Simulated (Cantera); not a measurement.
Cantera run:

```python
import numpy as np
import cantera as ct

gas_names = """
    C CH CH2 CH3 CH4 C2 C2H C2H2,acetylene C2H2,vinylidene C2H3,vinyl C2H4 C2H5 C2H6 C3 C3H3,propargyl
    C3H4,allene C3H4,propyne C3H4,cyclo- C3H5,allyl C3H6,propylene C3H6,cyclo- C3H7,n-propyl
    C3H7,i-propyl C3H8 C4 C4H2 C4H4,1,3-cyclo- C4H6,butadiene C4H6,2-butyne C4H6,cyclo- C4H8,1-butene
    C4H8,cis2-buten C4H8,tr2-butene C4H8,isobutene C4H8,cyclo- C4H9,n-butyl C4H9,i-butyl C4H9,s-butyl
    C4H9,t-butyl C4H10,isobutane C4H10,n-butane C5 C5H6,1,3cyclo- C5H8,cyclo- C5H10,1-pentene
    C5H10,cyclo- C5H11,pentyl C5H11,t-pentyl C5H12,n-pentane C5H12,i-pentane CH3C(CH3)2CH3 C6H2
    C6H5,phenyl C6H6 C6H10,cyclo- C6H12,1-hexene C6H12,cyclo- C6H13,n-hexyl C7H7,benzyl C7H8
    C7H14,1-heptene C7H15,n-heptyl C7H16,n-heptane C8H8,styrene C8H10,ethylbenz C8H16,1-octene
    C8H17,n-octyl C8H18,isooctane C8H18,n-octane C9H19,n-nonyl C10H8,naphthale C10H21,n-decyl
    C12H9,o-bipheny C12H10,bipheny H H2 Si SiC SiC2 SiC4H12 SiH SiH2 SiH3 SiH4 Si2 Si2C Si3
""".split()
cond_names = """
    C(gr) C6H6(L) C7H8(L) C8H18(L),n-octa Si(cr) Si(L) SiC(b)
""".split()


def load(file, names, dense=False):
    # The tables refer to 1 bar. Condensed volumes are neglected.
    table = {s.name: s for s in ct.Species.list_from_file(file)}
    out = []
    for n in names:
        d = dict(table[n].input_data)
        d["thermo"] = dict(d["thermo"], **{"reference-pressure": 1e5})
        if dense:
            d["equation-of-state"] = {"model": "constant-volume", "density": "1e6 g/cm^3"}
        out.append(ct.Species.from_dict(d))
    return out


gas = ct.Solution(thermo="ideal-gas", species=load("nasa_gas.yaml", gas_names))
cond = {s.name: ct.Solution(thermo="fixed-stoichiometry", species=[s], name=s.name)
        for s in load("nasa_condensed.yaml", cond_names, dense=True)}
atoms = {
    'CH3SiH3': {'C': 1, 'H': 6, 'Si': 1},
    'CH4': {'C': 1, 'H': 4},
    'H2': {'H': 2},
}
top_T = {'C(gr)': 4500, 'SiC(b)': 3050}  # K; cautious upper limits of use, not melting points


def equilibrate(T, P, feed):
    n = {}
    for name, mol in feed.items():
        for a, k in atoms[name].items():
            n[a] = n.get(a, 0.0) + k * mol
    gas.TPX = T, P, n
    mass = sum(n.values()) * gas.mean_molecular_weight
    gas.equilibrate("TP")
    valid = [c for c in cond.values() if c.min_temp <= T <= top_T.get(c.name, c.max_temp)]
    mix = ct.Mixture([(gas, mass / gas.mean_molecular_weight)] + [(c, 0.0) for c in valid])
    mix.T, mix.P = T, P
    mix.equilibrate("TP", solver="vcs", rtol=1e-11, max_steps=5000)
    return mix


results = []
feed = {'CH3SiH3': 1, 'CH4': 0.41, 'H2': 3.6}  # mol
P = 13332.2  # Pa
for T in [998, 1098, 1198, 1298, 1398, 1498, 1598, 1698, 1798, 1898, 1998, 2098, 2198]:
    mix = equilibrate(T, P, feed)
    results.append((T, P, feed, dict(zip(mix.species_names, mix.species_moles))))
    x = sorted(zip(gas.X, gas.species_names), reverse=True)
    print(f"T = {T:g} K  P = {P:g} Pa  gas = {mix.phase_moles(0):.4g} mol")
    print("   x: " + "  ".join(f"{s} {v:.3e}" for v, s in x if v > 0.0001))
    print("   condensed (mol): " + ("  ".join(f"{mix.phase(i).name} {mix.phase_moles(i):.4g}"
          for i in range(1, mix.n_phases) if mix.phase_moles(i) > 1e-12) or "none"))
```

Output:

```
T = 998 K  P = 13332.2 Pa  gas = 7.327 mol
   x: H2 9.873e-01  CH4 1.268e-02
   condensed (mol): C(gr) 0.3171  SiC(b) 1
T = 1098 K  P = 13332.2 Pa  gas = 7.384 mol
   x: H2 9.952e-01  CH4 4.825e-03
   condensed (mol): C(gr) 0.3744  SiC(b) 1
T = 1198 K  P = 13332.2 Pa  gas = 7.404 mol
   x: H2 9.979e-01  CH4 2.129e-03
   condensed (mol): C(gr) 0.3942  SiC(b) 1
T = 1298 K  P = 13332.2 Pa  gas = 7.412 mol
   x: H2 9.989e-01  CH4 1.060e-03
   condensed (mol): C(gr) 0.4021  SiC(b) 1
T = 1398 K  P = 13332.2 Pa  gas = 7.416 mol
   x: H2 9.994e-01  CH4 5.817e-04
   condensed (mol): C(gr) 0.4056  SiC(b) 1
T = 1498 K  P = 13332.2 Pa  gas = 7.418 mol
   x: H2 9.996e-01  CH4 3.457e-04
   condensed (mol): C(gr) 0.4073  SiC(b) 1
T = 1598 K  P = 13332.2 Pa  gas = 7.419 mol
   x: H2 9.996e-01  CH4 2.193e-04  H 1.457e-04
   condensed (mol): C(gr) 0.408  SiC(b) 1
T = 1698 K  P = 13332.2 Pa  gas = 7.42 mol
   x: H2 9.994e-01  H 3.959e-04  CH4 1.469e-04
   condensed (mol): C(gr) 0.4078  SiC(b) 1
T = 1798 K  P = 13332.2 Pa  gas = 7.423 mol
   x: H2 9.988e-01  H 9.637e-04  C2H2,acetylene 1.723e-04  CH4 1.030e-04
   condensed (mol): C(gr) 0.4067  SiC(b) 1
T = 1898 K  P = 13332.2 Pa  gas = 7.427 mol
   x: H2 9.974e-01  H 2.138e-03  C2H2,acetylene 3.753e-04
   condensed (mol): C(gr) 0.4039  SiC(b) 0.9999
T = 1998 K  P = 13332.2 Pa  gas = 7.436 mol
   x: H2 9.948e-01  H 4.382e-03  C2H2,acetylene 7.541e-04
   condensed (mol): C(gr) 0.3985  SiC(b) 0.9998
T = 2098 K  P = 13332.2 Pa  gas = 7.452 mol
   x: H2 9.900e-01  H 8.386e-03  C2H2,acetylene 1.413e-03
   condensed (mol): C(gr) 0.3893  SiC(b) 0.9991
T = 2198 K  P = 13332.2 Pa  gas = 7.479 mol
   x: H2 9.819e-01  H 1.511e-02  C2H2,acetylene 2.489e-03  Si 2.893e-04
   condensed (mol): C(gr) 0.375  SiC(b) 0.9968
```

Cantera equilibrium calculation (NASA polynomials, part measured and part estimated; ideal gas, pure solids and liquids). The feed counts by its element totals alone. Gases not in the tables: Si2H6 and higher silanes.
